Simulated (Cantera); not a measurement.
Charge: 1 mol CH₃F, 2 mol Si, 0.088 mol CH₄, equilibrated at 0.190 bar.

Cantera equilibrium calculation (NASA polynomials, part measured and part estimated; ideal gas, pure solids and liquids). Candidate condensed phases: C, C₆H₆, C₇H₈, C₈H₁₈, Si, SiC; 113 gas species. Mutual solubility and eutectic melting of coexisting phases are not modelled. Equilibrium is a limit: real reactors are often held back by kinetics, nucleation or transport.

Over these rows the condensed part is Si(s) + SiC(s). Partial pressures as log10 of bar:

```tsv
T (K)	1000/T (1/K)	log p HF	log p H₂	log p SiF₄	log p SiHF₃
973	1.0277	-5.66	-0.78	-1.64	-2.63
1023	0.9775	?	-0.78	-1.64	-2.61
1073	0.9320	-5.01	-0.78	-1.64	-2.60
1123	0.8905	-4.74	-0.78	-1.65	-2.58
1173	0.8525	-4.48	-0.78	-1.65	-2.57
1223	0.8177	-4.25	-0.78	-1.65	-2.56
```

### Question
Fit log p(HF) = a + b·(1000/T) to the five rows, give the apparent enthalpy, and predict the row at 1023 K.

### Answer
Means: 1000/T = 0.9041, log p = -4.828. Sxy = -0.177006, Sxx = 0.0263678, so b = -6.71 and a = -4.828 − (-6.71)×0.9041 = 1.24.
Apparent enthalpy: −19.145 × (-6.71) = 128 kJ/mol. With the condensed phases at unit activity, 1/2 H₂(g) + 1/4 SiF₄(g) = HF(g) + 1/4 Si(s) links this pressure to the main gases: over the six rows their terms move log p by -0.00 in all, so the slope is close to that reaction's ΔH°. The five rows lie within 0.01 of the line.
Prediction at 1023 K: 1.24 + (-6.71)×0.9775 = -5.32. The computed value is -5.32, 0.00 from the line.
